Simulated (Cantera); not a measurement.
A Cantera script and its output.

```python
import numpy as np
import cantera as ct

gas = ct.Solution("gri30.yaml")
gas.TPX = 1298, 2666, {'N2O': 1, 'N2': 2.7}
reactor = ct.IdealGasConstPressureReactor(gas, energy="off", clone=False)
net = ct.ReactorNet([reactor])
net.rtol, net.atol = 1e-08, 1e-18
show = ['N2O', 'NO', 'N2', 'O', 'NO2']
times = np.geomspace(7e-05, 200, 9)

steps = ct.SolutionArray(gas, extra=["t"])
rows = []
print(f"{'t/s':>10s}{'T/K':>9s}{'P/Pa':>11s}" + "".join(f"{s:>11s}" for s in show))
for t in times:
    while net.time < t:
        t_next = net.step()
        steps.append(gas.state, t=t_next)
    rows.append([np.interp(t, steps.t, y) for y in (steps.T, steps.P, *steps(*show).X.T)])
    print(f"{t:10.3e}{rows[-1][0]:9.1f}{rows[-1][1]:11.4g}" + "".join(f"{x:11.3e}" for x in rows[-1][2:]))
rate = np.gradient(steps.T, steps.t)
print("integrator steps:", len(steps.t))
if steps.T.max() > steps.T[0] + 200:
    print(f"time of steepest temperature rise: {steps.t[rate.argmax()]:.4e} s")
gas.TPX = 1298, 2666, {'N2O': 1, 'N2': 2.7}
gas.equilibrate("TP")
print(f"equilibrium (TP): T = {gas.T:.1f} K  " + "  ".join(f"{s} {gas[s].X[0]:.3e}" for s in show))
```

Output:

```
       t/s      T/K       P/Pa        N2O         NO         N2          O        NO2
 7.000e-05   1298.0       2666  2.703e-01  1.430e-08  7.297e-01  8.157e-07  5.559e-17
 4.488e-04   1298.0       2666  2.703e-01  4.827e-07  7.297e-01  3.906e-06  6.288e-14
 2.878e-03   1298.0       2666  2.702e-01  8.311e-06  7.298e-01  7.376e-06  1.848e-11
 1.845e-02   1298.0       2666  2.698e-01  6.500e-05  7.300e-01  7.439e-06  1.087e-09
 1.183e-01   1298.0       2666  2.670e-01  4.261e-04  7.314e-01  7.438e-06  3.701e-08
 7.587e-01   1298.0       2666  2.499e-01  2.644e-03  7.398e-01  7.433e-06  5.556e-07
 4.865e+00   1298.0       2666  1.654e-01  1.361e-02  7.816e-01  7.388e-06  3.576e-06
 3.119e+01   1298.0       2666  1.493e-02  3.281e-02  8.562e-01  6.273e-06  1.011e-05
 2.000e+02   1298.0       2666  1.895e-06  3.421e-02  8.638e-01  3.392e-07  4.210e-05
integrator steps: 1261
equilibrium (TP): T = 1298.0 K  N2O 3.580e-09  NO 3.125e-04  N2 8.808e-01  O 3.626e-07  NO2 4.185e-07
```

Computed with Cantera and GRI-Mech 3.0 (53 species, 325 reactions). GRI-Mech 3.0 was tuned for natural gas; its chemistry of N2O as a main component is partial and can be far from experiment. Radical loss at walls, strong at low pressure, is not modelled. The mechanism lacks the step 2 NO + O2 → 2 NO2, which can matter for NO2 below about 1400 K. The temperature is held fixed by assumption; the heat of reaction is taken as removed at once.
